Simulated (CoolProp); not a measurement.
Values from CoolProp's reference Helmholtz-energy equation of state, Lemmon 2022.

**Question.** For R1234yf, give the phase and the speed of sound (m/s), viscosity (µPa s) at 214.1 K and 1.29 MPa; 326 K and 1.29 MPa.

**Answer.** 
- 214.1 K and 1.29 MPa: liquid; speed of sound 830, viscosity 457
- 326 K and 1.29 MPa: gas; speed of sound 125, viscosity 14.1

Viscosity comes from a separate model (Bell 2016), an estimate that may be off by 10 % or more.
